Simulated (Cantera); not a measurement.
What does this Cantera script print?

```python
import numpy as np
import cantera as ct

gas = ct.Solution("gri30.yaml")
gas.TPX = 1625, 630, {'C2H6': 1, 'N2': 12}
reactor = ct.IdealGasConstPressureReactor(gas, energy="off", clone=False)
net = ct.ReactorNet([reactor])
net.rtol, net.atol = 1e-08, 1e-18
show = ['C2H6', 'HCN', 'CH3', 'CH2', 'C2H', 'CH4', 'C2H2']
times = np.geomspace(2e-06, 20, 9)

steps = ct.SolutionArray(gas, extra=["t"])
rows = []
print(f"{'t/s':>10s}{'T/K':>9s}{'P/Pa':>11s}" + "".join(f"{s:>11s}" for s in show))
for t in times:
    while net.time < t:
        t_next = net.step()
        steps.append(gas.state, t=t_next)
    rows.append([np.interp(t, steps.t, y) for y in (steps.T, steps.P, *steps(*show).X.T)])
    print(f"{t:10.3e}{rows[-1][0]:9.1f}{rows[-1][1]:11.4g}" + "".join(f"{x:11.3e}" for x in rows[-1][2:]))
rate = np.gradient(steps.T, steps.t)
print("integrator steps:", len(steps.t))
if steps.T.max() > steps.T[0] + 200:
    print(f"time of steepest temperature rise: {steps.t[rate.argmax()]:.4e} s")
gas.TPX = 1625, 630, {'C2H6': 1, 'N2': 12}
gas.equilibrate("TP")
print(f"equilibrium (TP): T = {gas.T:.1f} K  " + "  ".join(f"{s} {gas[s].X[0]:.3e}" for s in show))
```

Result:

```
       t/s      T/K       P/Pa       C2H6        HCN        CH3        CH2        C2H        CH4       C2H2
 2.000e-06   1625.0        630  7.689e-02  1.848e-18  5.598e-05  2.868e-12  2.933e-26  1.876e-08  7.085e-16
 1.500e-05   1625.0        630  7.670e-02  7.765e-16  4.182e-04  1.570e-09  1.829e-21  1.051e-06  8.388e-13
 1.125e-04   1625.0        630  7.517e-02  3.583e-12  3.030e-03  6.153e-07  2.071e-15  5.774e-05  2.674e-09
 8.434e-04   1625.0        630  5.616e-02  2.592e-07  1.675e-02  2.989e-05  1.909e-08  2.643e-03  1.296e-04
 6.325e-03   1625.0        630  5.184e-04  4.635e-06  6.418e-03  2.438e-05  1.671e-06  2.297e-02  3.101e-02
 4.743e-02   1625.0        630  9.716e-06  5.723e-06  9.245e-04  1.594e-06  4.995e-07  2.003e-02  5.498e-02
 3.557e-01   1625.0        630  2.153e-06  5.997e-06  3.912e-04  4.035e-07  2.772e-07  1.612e-02  5.931e-02
 2.667e+00   1625.0        630  5.527e-07  6.775e-06  2.031e-04  2.403e-07  3.199e-07  7.645e-03  6.321e-02
 2.000e+01   1625.0        630  1.093e-08  1.104e-05  3.267e-05  6.895e-08  5.666e-07  7.232e-04  6.632e-02
integrator steps: 1415
equilibrium (TP): T = 1625.0 K  C2H6 6.119e-12  HCN 7.878e-02  CH3 6.150e-07  CH2 1.445e-09  C2H 2.564e-07  CH4 1.235e-05  C2H2 2.726e-02
```

Model: GRI-Mech 3.0 (53 species, 325 reactions), integrated in Cantera. GRI-Mech 3.0 stops at C3 and has no aromatics, soot or wall deposition, so with more carbon than oxygen in the feed, carbon stays in small species such as C2H2 where larger ones or solid carbon would form. Radical loss at walls, strong at low pressure, is not modelled.
